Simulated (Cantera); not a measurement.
Feed: 1 mol Si, a varied amount of H₂O, 110 mol N₂, equilibrated at 2000 K and 1.00 bar.

Method: chemical equilibrium by Gibbs-energy minimisation in Cantera with the NASA 1993 tables (ideal gas, pure condensed phases). Candidate condensed phases: H₂O, Si, SiO₂, Si₂N₂O, Si₃N₄; 35 gas species. Mutual solubility and eutectic melting of coexisting phases are not modelled. The tables hold silica as quartz up to 1696 K and as liquid above; real silica turns to tridymite and cristobalite and melts near 1996 K. Gases not in the tables: Si(OH)₄. Equilibrium is a limit: real reactors are often held back by kinetics, nucleation or transport.

Question: Which condensed phases are stable at each of these points (n(H₂O) (mol)): 0.2, 0.28, 0.41, 0.59, 0.85, 1.2, 1.8, 2.5, 3.7?

Answer: 
```
n(H₂O) (mol)      condensed phases  Si condensed (%)
------------  --------------------  ----------------
0.2                       Si₃N₄(s)              79.8
0.28                      Si₃N₄(s)              71.8
0.41          Si₂N₂O(s) + Si₃N₄(s)              66.2
0.59          Si₂N₂O(s) + Si₃N₄(s)              66.1
0.85                     Si₂N₂O(s)              29.8
1.2                        SiO₂(l)              18.8
1.8                        SiO₂(l)              74.5
2.5                        SiO₂(l)              97.0
3.7                        SiO₂(l)              99.0
```

From 0.2 mol H₂O to 0.28 mol H₂O the condensed part is Si₃N₄(s). From 0.41 mol H₂O to 0.59 mol H₂O the condensed part is Si₂N₂O(s) + Si₃N₄(s). At 0.85 mol H₂O the condensed part is Si₂N₂O(s). From 1.2 mol H₂O to 3.7 mol H₂O the condensed part is SiO₂(l). The share of Si in condensed phases is highest at 3.7 mol H₂O (99.0 %) and lowest at 1.2 mol H₂O (18.8 %).
